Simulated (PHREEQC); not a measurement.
Dissolve 0.0027 mol HF, 0.00036 mol NH4F and 2.6e-05 mol H4SiO4 per kg of water at 25 °C. Closed to the air; pH follows from the charge balance.

Computed with PHREEQC (ion-association model, wateq4f.dat).

```tsv
quantity	before	after
pH	3.04	3.05
ionic strength (mol/kgw)	0.00133	0.00137
HF (mol/kgw)	0.00165	0.00143
F- (mol/kgw)	0.00126	0.00112
SiF6-2 (mol/kgw)	2.06e-5	8.17e-5
HF2- (mol/kgw)	7.96e-6	6.13e-6
SI of Quartz (SiO2)	-1.29	-0.34
```

**Question.** Which change was made?
(A) 6.6e-05 mol/kgw KH2PO4 added
(B) NH4F from 0.00036 to 7.2e-05 mol/kgw
(C) temperature from 25 to 5 °C
(D) H4SiO4 from 2.6e-05 to 0.00013 mol/kgw
(E) NH4F replaced by KF at the same molality

**Answer.** D, H4SiO4 from 2.6e-05 to 0.00013 mol/kgw

This is a speciation only: nothing precipitates in the calculation. SiF6-2 is the database's only silicon fluoride.
